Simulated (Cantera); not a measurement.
Charge: 1 mol SiH4, 0.18 mol NO, 0.18 mol O3, held at 0.000460 bar.

Cantera equilibrium calculation (NASA polynomials, part measured and part estimated; ideal gas, pure solids and liquids). Candidate condensed phases: H2O, Si, SiO2, Si2N2O, Si3N4; 35 gas species. Gases not in the tables: Si2H6 and higher silanes. Rates play no part.

What share of the Si ends up in condensed phases as a function of T (K), at 1673, 1698, 1723, 1748, 1773, 1798, 1823, 1848, 1873, 1898, 1923, 1948, 1973, 1998?


```tsv
T (K)	Si condensed (%)	as
1673	27.7	Si(s)
1698	27.6	Si(l)
1723	27.4	Si(l)
1748	27.1	Si(l)
1773	26.6	Si(l)
1798	26.0	Si(l)
1823	25.1	Si(l)
1848	23.9	Si(l)
1873	22.2	Si(l)
1898	19.8	Si(l)
1923	16.6	Si(l)
1948	12.1	Si(l)
1973	5.8	Si(l)
1998	0.0	-
```
